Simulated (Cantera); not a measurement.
Standard-state values (1 bar) from the NASA 1993 polynomials, evaluated with Cantera. Values are per mole of reaction as written; species without (g) are pure solids or liquids, kept so even where they would boil at 1 bar.

Sr(OH)2 → H2O(g) + SrO, with ΔH° = 135.0 kJ and ΔS° = 147.3 J/K at 300 K.

Question: How far is the shortcut ΔG° ≈ ΔH°(300 K) − T·ΔS°(300 K) from the full temperature-dependent value at 2450, 2500, 2550, 2600, 2650, 2700, 2750 K?

Answer: 
```tsv
T (K)	shortcut (kJ)	full (kJ)	difference (kJ)	difference in log10 K	condensed phases
2450	-225.9	-88.6	-137.3	2.93	Sr(OH)2(l), SrO(s)
2500	-233.3	-90.8	-142.4	2.98	Sr(OH)2(l), SrO(s)
2550	-240.6	-93.0	-147.6	3.02	Sr(OH)2(l), SrO(s)
2600	-248.0	-95.2	-152.8	3.07	Sr(OH)2(l), SrO(s)
2650	-255.4	-97.3	-158.0	3.11	Sr(OH)2(l), SrO(s)
2700	-262.7	-99.4	-163.3	3.16	Sr(OH)2(l), SrO(s)
2750	-270.1	-101.5	-168.6	3.20	Sr(OH)2(l), SrO(s)
```
The shortcut ignores heat capacities and the phase changes listed.
